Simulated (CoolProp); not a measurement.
A Linde-Hampson liquefier for ethane: isothermal reversible compression at 320 K from 1 atm to 25 MPa, throttling to 1 atm, return gas leaving the recuperator 0 K below the feed. Each further row changes one setting.

Model: reference Helmholtz-energy equation of state, Bücker 2006, in CoolProp.

```csv
case,liquid yield per pass,compression work (kJ/kg of gas)
as stated,(withheld),378
high pressure 50 MPa,0.451,436
warm-end temperature 350 K,(withheld),443
warm-end gap 5 K,(withheld),378
```

### Question
What belongs in the gaps?

### Answer

- as stated, liquid yield per pass: 0.467
- warm-end temperature 350 K, liquid yield per pass: 0.390
- warm-end gap 5 K, liquid yield per pass: 0.460
